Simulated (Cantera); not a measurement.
A closed system holds: 1 mol BN, 19 mol O2, 20 mol N2, equilibrated at 1773.15 K and 0.133 bar.

Cantera equilibrium calculation (NASA polynomials, part measured and part estimated; ideal gas, pure solids and liquids). Candidate condensed phases: B, BN, B2O3; 17 gas species. Kinetics and transport are ignored.

Task: What is the equilibrium state?

Result: 
* **x(N2)**: 0.520
* **x(O2)**: 0.462
* **x(B2O3)**: 0.0118
* **x(NO)**: 0.00456
* **x(BO2)**: 0.00186
* **x(O)**: 0.000175
* **x(NO2)**: 6.60e-6
* **gas amount**: 39.27 mol
* **log10 activity of B(s) (absent)**: -11.78
